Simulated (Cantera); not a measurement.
Cantera run, input and output.

```python
import numpy as np
import cantera as ct

gas = ct.Solution("gri30.yaml")
gas.TPX = 500, 120000, {'CH4': 1, 'H2': 0.052, 'O2': 1.27, 'N2': 4.45}
inlet = ct.Reservoir(gas, clone=True)
gas.equilibrate("HP")  # start burning
reactor = ct.IdealGasConstPressureReactor(gas, energy="on", clone=False)
exhaust = ct.Reservoir(gas, clone=True)
tau = [0.21, 0.083, 0.033, 0.013, 0.0054, 0.0022, 0.00088, 0.00036, 0.00014, 5.8e-05, 2.3e-05, 9.4e-06][0]
for a, b in ((inlet, reactor), (reactor, exhaust)):
    ct.MassFlowController(a, b, mdot=lambda t: reactor.mass / tau)
net = ct.ReactorNet([reactor])
show = ['CH4', 'H2', 'O2', 'CH2O', 'NO', 'CH3', 'OH']

rows = []
print(f"{'tau/s':>10s}{'T/K':>9s}" + "".join(f"{s:>11s}" for s in show))
for tau in [0.21, 0.083, 0.033, 0.013, 0.0054, 0.0022, 0.00088, 0.00036, 0.00014, 5.8e-05, 2.3e-05, 9.4e-06]:
    net.initial_time = 0.0
    net.advance(30 * tau)
    before = gas.X
    net.advance(40 * tau)
    drift = np.max(np.abs(gas.X - before) / (gas.X + 1e-9))
    rows.append([gas.T, *gas[show].X, drift])
    print(f"{tau:10.3e}{gas.T:9.1f}" + "".join(f"{x:11.3e}" for x in gas[show].X))
```

Output:

```
     tau/s      T/K        CH4         H2         O2       CH2O         NO        CH3         OH
 2.100e-01   2035.6  4.715e-04  1.012e-01  6.111e-05  1.596e-06  8.343e-05  6.800e-05  1.384e-04
 8.300e-02   2036.7  8.958e-04  9.953e-02  1.424e-04  3.442e-06  9.241e-05  1.399e-04  1.523e-04
 3.300e-02   2037.8  1.493e-03  9.679e-02  3.190e-04  6.973e-06  9.122e-05  2.620e-04  1.758e-04
 1.300e-02   2037.0  2.220e-03  9.309e-02  6.920e-04  1.355e-05  8.111e-05  4.547e-04  2.133e-04
 5.400e-03   2031.9  2.998e-03  8.915e-02  1.393e-03  2.461e-05  6.634e-05  7.232e-04  2.636e-04
 2.200e-03   2018.4  3.996e-03  8.489e-02  2.827e-03  4.492e-05  4.844e-05  1.124e-03  3.268e-04
 8.800e-04   1985.6  5.743e-03  7.996e-02  6.119e-03  8.617e-05  2.823e-05  1.745e-03  3.826e-04
 3.600e-04    500.0  1.477e-01  7.679e-03  1.875e-01 -9.565e-18 -7.664e-21 -3.448e-20 -1.455e-27
 1.400e-04    500.0  1.477e-01  7.679e-03  1.875e-01 -6.593e-21 -5.282e-24  1.957e-21  3.022e-28
 5.800e-05    500.0  1.477e-01  7.679e-03  1.875e-01 -4.165e-22 -3.337e-25  8.935e-22  2.224e-28
 2.300e-05    500.0  1.477e-01  7.679e-03  1.875e-01 -2.631e-23 -2.108e-26  3.618e-22  1.651e-28
 9.400e-06    500.0  1.477e-01  7.679e-03  1.875e-01 -1.662e-24 -1.331e-27  1.477e-22  1.231e-28
```

Cantera simulation using GRI-Mech 3.0 (53 species, 325 reactions); the numbers are that mechanism's predictions, not measurements.
